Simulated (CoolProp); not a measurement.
Aqueous lithium chloride as a coolant, at 34 °C, 1 atm.

Computed with CoolProp (Melinder's fits for secondary coolants).

| mass % | freezing point (°C) | conductivity (W/(m K)) | cp (kJ/(kg K)) | density (kg/m³) | Prandtl number |
|---|---|---|---|---|---|
| 5.4 | -5.6 | 0.607 | 3.902 | 1025 | 5.73 |
| 7.6 | -8.5 | 0.601 | 3.801 | 1038 | 6.07 |
| 9.8 | ? | 0.595 | 3.706 | 1051 | 6.46 |
| 12.1 | -16.3 | 0.589 | 3.613 | 1064 | 6.94 |
| 14.3 | -21.8 | 0.584 | ? | 1077 | 7.48 |
| 16.5 | -29.0 | 0.579 | 3.451 | 1090 | 8.11 |
| 18.8 | -38.4 | 0.574 | 3.376 | 1104 | 8.87 |
| 21 | -48.7 | ? | 3.313 | 1117 | 9.72 |
| 23.2 | -59.3 | 0.564 | 3.260 | 1131 | 10.7 |

Problem. Complete the blanks.

Solution. 
- 9.8, freezing point (°C): -11.9
- 14.3, cp (kJ/(kg K)): 3.529
- 21, conductivity (W/(m K)): 0.569
